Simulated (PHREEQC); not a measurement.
# Nickel, zinc or cadmium bath

Make-up at 5 °C: 0.00095 mol NiCl2, 0.00074 mol NaCl and 0.0032 mol MnSO4 per kg of water. Closed to the air; pH follows from the charge balance.

The numbers come from PHREEQC with the ion-association model, wateq4f.dat.

| Item | Value |
|---|---|
| pH | 6.81 |
| ionic strength | 0.0143 mol/kgw |

```csv
species,molality,activity,log γ
Mn+2,0.00282,0.00181,-0.192
SO4-2,0.00269,0.00170,-0.199
Cl-,0.00262,0.00232,-0.052
Ni+2,0.000807,0.000506,-0.203
Na+,0.000735,0.000655,-0.050
MnSO4,0.000363,0.000365,0.001
NiSO4,0.000139,0.000140,0.001
MnCl+,1.92e-5,1.71e-5,-0.050
NaSO4-,5.46e-6,4.88e-6,-0.049
NiCl+,3.32e-6,2.95e-6,-0.051
H+,1.70e-7,1.54e-7,-0.044
NiOH+,1.13e-7,1.00e-7,-0.051
```

No solid was allowed to form. In wateq4f.dat the enthalpy of Ni(OH)2 has the wrong sign, so its saturation index can't be trusted away from 25 °C. Constants without temperature data keep their 25 °C values here.
